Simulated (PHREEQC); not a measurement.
Solution (25 °C): 0.00639 mol KH2PO4 and 0.0003 mol HNO3 per kg of water. Closed to the air; pH follows from the charge balance.

Computed with PHREEQC (ion-association model, phreeqc.dat).

```json
{
 "pH": "3.80",
 "ionic_strength": "0.00656 mol/kgw",
 "specific_conductance": "707 µS/cm",
 "total_alkalinity": "-0.300 meq/kg"
}
```

| species | molality | activity | log γ |
|---|---|---|---|
| K+ | 0.00639 | 0.00586 | -0.038 |
| H2PO4- | 0.00625 | 0.00575 | -0.036 |
| NO3- | 0.000300 | 0.000275 | -0.038 |
| H+ | 0.000170 | 0.000157 | -0.033 |
| H3PO4 | 0.000133 | 0.000133 | 0.001 |
| HPO4-2 | 3.18e-6 | 2.27e-6 | -0.146 |
| KHPO4- | 2.82e-8 | 2.59e-8 | -0.036 |

No solid was allowed to form. Species that the database lacks are ignored.
